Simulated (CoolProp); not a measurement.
Vapour-liquid equilibrium of cyclohexane (1) + o-xylene (2) at 236.15 °C; x and y are mole fractions of (1).

The numbers come from the multi-fluid Helmholtz-energy mixture model, Zhou 2014 and Zhou 2012; pair parameters Bell 2016 in CoolProp.

| x | bubble pressure (bar) | y at the bubble point | dew pressure at overall composition x (bar) | liquid density (mol/L) |
|---|---|---|---|---|
| 0.05 | 7.915 | 0.136 | 7.332 | 6.297 |
| 0.2 | 10.50 | 0.410 | 8.412 | 6.289 |
| 0.35 | 12.94 | 0.579 | 9.817 | 6.272 |
| 0.5 | 15.27 | 0.700 | 11.70 | 6.245 |
| 0.65 | 17.53 | 0.797 | 14.25 | 6.208 |
| 0.8 | 19.80 | 0.884 | 17.61 | 6.162 |
| 0.95 | 22.14 | 0.970 | 21.59 | 6.108 |

No azeotrope shows between x = 0.05 and 0.95.

Pair parameters are fitted to limited data, so mixtures are less certain than the pure fluids.
